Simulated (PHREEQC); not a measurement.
## Copper plating or etch bath (model solution)

Solution (40 °C): 0.0047 mol/kgw Cu(NO3)2, 0.031 mol/kgw HNO3 and 0.55 mol/kgw NaCl. Closed to the air; pH follows from the charge balance.

Equilibrium calculation in PHREEQC: ion-association model, phreeqc.dat.

```
Property                      Value
--------------------  -------------
pH                             1.63
ionic strength        0.591 mol/kgw
activity of water             0.980
specific conductance    77900 µS/cm
density                 1.015 g/cm³
total alkalinity       -31.0 meq/kg
```

```
species  molality  activity   log γ
-------  --------  --------  ------
Na+         0.550     0.390  -0.149
Cl-         0.548     0.346  -0.199
NO3-       0.0404    0.0239  -0.228
H+         0.0310    0.0234  -0.122
Cu+2      0.00266  0.000613  -0.638
CuCl+     0.00182   0.00115  -0.200
CuCl2    0.000218  0.000249   0.059
```

This is a speciation only: nothing precipitates in the calculation. Complexes and solids missing from the database can't appear. Away from 25 °C the constants follow the database's enthalpies or fits; those with neither stay at their 25 °C values.
